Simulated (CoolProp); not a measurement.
Values from CoolProp's reference Helmholtz-energy equation of state, Guder 2009.

**Question.** For sulfur hexafluoride, give the phase and the cv (kJ/(kg K)), conductivity (mW/(m K)), Prandtl number at 307.9 K and 0.101 MPa.

**Answer.** 
- 307.9 K and 0.101 MPa: gas; cv 0.624, conductivity 13.7, Prandtl number 0.781

Viscosity comes from a separate model (Quiñones-Cisneros 2012). Thermal conductivity comes from a separate model (Assael 2012).
